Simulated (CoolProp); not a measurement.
Vapour-liquid equilibrium of CHF3 (R23) (1) + n-pentane (2) at 275.8 K; x and y are mole fractions of (1).

The numbers come from the multi-fluid Helmholtz-energy mixture model, Penoncello 2003 and Thol 2019; pair parameters Bell 2016 in CoolProp.

```json
[
 {"x": "0.05", "bubble pressure (MPa)": "0.3786", "y at the bubble point": "0.922", "dew pressure at overall composition x (MPa)": "0.02903", "liquid density (mol/L)": "9.139"},
 {"x": "0.2", "bubble pressure (MPa)": "1.339", "y at the bubble point": "0.973", "dew pressure at overall composition x (MPa)": "0.03456", "liquid density (mol/L)": "9.858"},
 {"x": "0.35", "bubble pressure (MPa)": "1.909", "y at the bubble point": "0.978", "dew pressure at overall composition x (MPa)": "0.04265", "liquid density (mol/L)": "10.63"},
 {"x": "0.5", "bubble pressure (MPa)": "2.080", "y at the bubble point": "0.979", "dew pressure at overall composition x (MPa)": "0.05560", "liquid density (mol/L)": "11.45"},
 {"x": "0.65", "bubble pressure (MPa)": "2.103", "y at the bubble point": "0.979", "dew pressure at overall composition x (MPa)": "0.07975", "liquid density (mol/L)": "12.32"},
 {"x": "0.8", "bubble pressure (MPa)": "2.200", "y at the bubble point": "0.981", "dew pressure at overall composition x (MPa)": "0.1411", "liquid density (mol/L)": "13.22"},
 {"x": "0.95", "bubble pressure (MPa)": "2.507", "y at the bubble point": "0.992", "dew pressure at overall composition x (MPa)": "0.6196", "liquid density (mol/L)": "14.15"}
]
```

No azeotrope shows between x = 0.05 and 0.95.

Pair parameters are fitted to limited data, so mixtures are less certain than the pure fluids. The gap from Raoult's law changes sign with composition, which may be real or a fault of the pair parameters; it wasn't checked against measurements. With so large a gap from Raoult's law the liquid may split in two, which this calculation doesn't test in full.
